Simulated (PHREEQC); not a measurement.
Solution (25 °C): 0.27 mol/kgw NH3, 1.54e-05 mol/kgw H4SiO4 and 5.4e-05 mol/kgw K3PO4. Closed to the air; pH follows from the charge balance.

The numbers come from PHREEQC with the ion-association model, phreeqc.dat.

Precipitation was switched off in this run.

Problem. Estimate the pH, specific conductance.

Solution. pH 11.34; specific conductance 622 µS/cm.

Problem. In which forms is Si present?

Solution. H3SiO4- 96 %, H4SiO4 2.8 %, H2SiO4-2 1.7 % of the Si.
